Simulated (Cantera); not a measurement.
Standard-state values (1 bar) from the NASA 1993 polynomials, evaluated with Cantera. Values are per mole of reaction as written; species without (g) are pure solids or liquids, kept so even where they would boil at 1 bar.

a) 2 Cs + Cl₂(g) = 2 CsCl
b) 2 K + Cl₂(g) = 2 KCl
c) 2 Li + Cl₂(g) = 2 LiCl
d) 2 Cu + Cl₂(g) = 0.6667 Cu₃Cl₃(g)

**Question.** Order these by ΔG° at 1173 K, most negative first.

**Answer.** a (-675 kJ), b (-658 kJ), c (-640 kJ), d (-168 kJ)
